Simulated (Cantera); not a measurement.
What does this Cantera script print?

```python
import numpy as np
import cantera as ct

gas_names = """
    CL CL2 N N2 Si SiCL SiCL2 SiCL3 SiCL4 SiN Si2 Si2N Si3
""".split()
cond_names = """
    Si(cr) Si(L) Si3N4(a)
""".split()


# ... load() reads the species with a 1 bar reference pressure and builds the phases ...
atoms = {
    'SiCl4': {'Si': 1, 'CL': 4},
    'Cl2': {'CL': 2},
    'N2': {'N': 2},
}
top_T = {'Si3N4(a)': 2400}  # K; cautious upper limits of use, not melting points


# ... equilibrate(T, P, feed) seeds the gas with the atoms and calls Mixture.equilibrate('TP', solver="vcs", rtol=1e-11, max_steps=5000) ...
results = []
feed = {'SiCl4': 1, 'Cl2': 0.02, 'N2': 15}  # mol
P = 6600  # Pa
for T in [1248, 1298, 1348, 1398, 1448, 1498, 1548, 1598, 1648, 1698]:
    mix = equilibrate(T, P, feed)
    results.append((T, P, feed, dict(zip(mix.species_names, mix.species_moles))))
    x = sorted(zip(gas.X, gas.species_names), reverse=True)
    print(f"T = {T:g} K  P = {P:g} Pa  gas = {mix.phase_moles(0):.4g} mol")
    print("   x: " + "  ".join(f"{s} {v:.3e}" for v, s in x if v > 1e-06))
    print("   condensed (mol): " + ("  ".join(f"{mix.phase(i).name} {mix.phase_moles(i):.4g}"
          for i in range(1, mix.n_phases) if mix.phase_moles(i) > 1e-12) or "none"))
```

It prints:

```
T = 1248 K  P = 6600 Pa  gas = 16.03 mol
   x: N2 9.359e-01  SiCL4 6.239e-02  CL 8.544e-04  CL2 8.224e-04  SiCL3 3.450e-06
   condensed (mol): none
T = 1298 K  P = 6600 Pa  gas = 16.03 mol
   x: N2 9.358e-01  SiCL4 6.237e-02  CL 1.208e-03  CL2 6.488e-04  SiCL3 1.048e-05
   condensed (mol): none
T = 1348 K  P = 6600 Pa  gas = 16.03 mol
   x: N2 9.356e-01  SiCL4 6.234e-02  CL 1.584e-03  CL2 4.710e-04  SiCL3 3.081e-05
   condensed (mol): none
T = 1398 K  P = 6600 Pa  gas = 16.04 mol
   x: N2 9.354e-01  SiCL4 6.227e-02  CL 1.945e-03  CL2 3.188e-04  SiCL3 8.767e-05
   condensed (mol): none
T = 1448 K  P = 6600 Pa  gas = 16.04 mol
   x: N2 9.351e-01  SiCL4 6.210e-02  CL 2.310e-03  SiCL3 2.362e-04  CL2 2.131e-04  SiCL2 3.300e-06
   condensed (mol): none
T = 1498 K  P = 6600 Pa  gas = 16.05 mol
   x: N2 9.347e-01  SiCL4 6.172e-02  CL 2.793e-03  SiCL3 5.760e-04  CL2 1.550e-04  SiCL2 1.716e-05
   condensed (mol): none
T = 1548 K  P = 6600 Pa  gas = 16.06 mol
   x: N2 9.340e-01  SiCL4 6.097e-02  CL 3.587e-03  SiCL3 1.225e-03  CL2 1.330e-04  SiCL2 6.886e-05
   condensed (mol): none
T = 1598 K  P = 6600 Pa  gas = 16.08 mol
   x: N2 9.328e-01  SiCL4 5.970e-02  CL 4.914e-03  SiCL3 2.269e-03  SiCL2 2.135e-04  CL2 1.351e-04
   condensed (mol): none
T = 1648 K  P = 6600 Pa  gas = 16.12 mol
   x: N2 9.308e-01  SiCL4 5.775e-02  CL 7.015e-03  SiCL3 3.762e-03  SiCL2 5.402e-04  CL2 1.547e-04
   condensed (mol): none
T = 1698 K  P = 6600 Pa  gas = 16.17 mol
   x: N2 9.278e-01  SiCL4 5.495e-02  CL 1.018e-02  SiCL3 5.724e-03  SiCL2 1.179e-03  CL2 1.892e-04
   condensed (mol): none
```

Cantera equilibrium calculation (NASA polynomials, part measured and part estimated; ideal gas, pure solids and liquids). The tables' values for SiCl3 are old estimates; treat these amounts as uncertain.
